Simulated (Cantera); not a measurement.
An isothermal, constant-pressure homogeneous reactor starts with N2O : N2 = 1 : 0.3 (molar parts), at 1300 K and 0.0180 bar. Integrator tolerance rtol = 1e-08.

Detailed kinetics in Cantera: GRI-Mech 3.0 (53 species, 325 reactions). GRI-Mech 3.0 was tuned for natural gas; its chemistry of N2O as a main component is partial and can be far from experiment. Radical loss at walls, strong at low pressure, is not modelled. The mechanism lacks the step 2 NO + O2 → 2 NO2, which can matter for NO2 below about 1400 K. The temperature is held fixed by assumption; the heat of reaction is taken as removed at once.

### Question
What does this change do: N2O 1 to 0.39 parts?

### Answer
| quantity | before | after |
|---|---|---|
| x(N2O) at 2.00 s | 0.647 (gas-phase equilibrium 3.73e-9) | 0.481 (gas-phase equilibrium 3.59e-9) |
| x(O2) at 2.00 s | 0.0375 (gas-phase equilibrium 0.278) | 0.0278 (gas-phase equilibrium 0.220) |
| x(O) at 2.00 s | 7.63e-6 (gas-phase equilibrium 6.99e-7) | 7.63e-6 (gas-phase equilibrium 6.23e-7) |
| x(NO) at 2.00 s | 0.0131 (gas-phase equilibrium 0.000438) | 0.00971 (gas-phase equilibrium 0.000405) |
| x(N2) at 2.00 s | 0.302 (gas-phase equilibrium 0.722) | 0.481 (gas-phase equilibrium 0.779) |
